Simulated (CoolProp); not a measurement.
Hydrogen chloride along the isobar 16.8 MPa: density (kg/m³) from the reference equation and from simpler models built on Tc = 51.5 °C, pc = 8.314 MPa, ω = 0.130; each cubic takes its own stable root.

The numbers come from the reference Helmholtz-energy equation of state, Thol 2018 in CoolProp.

```json
[
 {"T (°C)": "-41.85", "phase": "liquid", "reference": "1102", "van der Waals": "675.6", "Redlich-Kwong": "[?]", "Soave-Redlich-Kwong": "968.2", "Peng-Robinson": "1092"},
 {"T (°C)": "-29.25", "phase": "liquid", "reference": "1069", "van der Waals": "659.0", "Redlich-Kwong": "923.6", "Soave-Redlich-Kwong": "936.0", "Peng-Robinson": "1056"},
 {"T (°C)": "-16.65", "phase": "liquid", "reference": "1035", "van der Waals": "641.5", "Redlich-Kwong": "888.6", "Soave-Redlich-Kwong": "901.2", "Peng-Robinson": "1016"},
 {"T (°C)": "-3.95", "phase": "liquid", "reference": "997.4", "van der Waals": "622.9", "Redlich-Kwong": "850.9", "Soave-Redlich-Kwong": "863.2", "Peng-Robinson": "972.9"},
 {"T (°C)": "8.65", "phase": "liquid", "reference": "[?]", "van der Waals": "603.3", "Redlich-Kwong": "810.7", "Soave-Redlich-Kwong": "822.1", "Peng-Robinson": "925.4"},
 {"T (°C)": "21.25", "phase": "liquid", "reference": "914.2", "van der Waals": "582.3", "Redlich-Kwong": "767.3", "Soave-Redlich-Kwong": "776.8", "Peng-Robinson": "872.8"},
 {"T (°C)": "33.85", "phase": "liquid", "reference": "[?]", "van der Waals": "559.6", "Redlich-Kwong": "719.9", "Soave-Redlich-Kwong": "726.6", "Peng-Robinson": "813.8"},
 {"T (°C)": "46.55", "phase": "liquid", "reference": "810.5", "van der Waals": "534.9", "Redlich-Kwong": "667.4", "Soave-Redlich-Kwong": "669.7", "Peng-Robinson": "746.4"}
]
```

### Question
What belongs in the gaps?

### Answer

- -41.85, Redlich-Kwong: 956.5
- 8.65, reference: 957.6
- 33.85, reference: 866.0
